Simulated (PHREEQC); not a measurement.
0.07 g of hydrous ferric oxide (600 m²/g; 0.2 weak and 0.005 strong sites per Fe, Dzombak-Morel constants, diffuse double layer) in 1 kg of water with 0.05 mol/kgw of an inert sodium salt and 0.0039 mmol/kgw Ag2SO4 and 0.031 mmol/kgw NaF, at 25 °C; the pH is set by adding NaOH or the inert anion's acid. Oxygen alone is held at its pressure in air (log pO2 = -0.68). CO2 from the air is kept out. No solid was allowed to form.

Computed with PHREEQC (ion-association model, wateq4f.dat).

| pH | S sorbed (%) | Ag sorbed (%) | F sorbed (%) | surface charge σ (C/m²) |
|---|---|---|---|---|
| 4 | 96.6 | 0.0 | 50.7 | 0.254 |
| 4.75 | 90.6 | 0.1 | 40.1 | 0.184 |
| 5.12 | 82.3 | 0.4 | 32.4 | 0.149 |
| 5.88 | 43.5 | 2.8 | 16.9 | 0.091 |
| 6.25 | 21.7 | 6.3 | 10.9 | 0.069 |
| 7 | 2.3 | 21.5 | 3.5 | 0.034 |
| 7.75 | 0.1 | 40.0 | 0.9 | 0.010 |
| 8.12 | 0.0 | 47.2 | 0.4 | 0.000 |
| 8.88 | 0.0 | 62.5 | 0.1 | -0.022 |
| 9.25 | 0.0 | 72.7 | 0.0 | -0.035 |
| 10 | 0.0 | 90.7 | 0.0 | -0.073 |
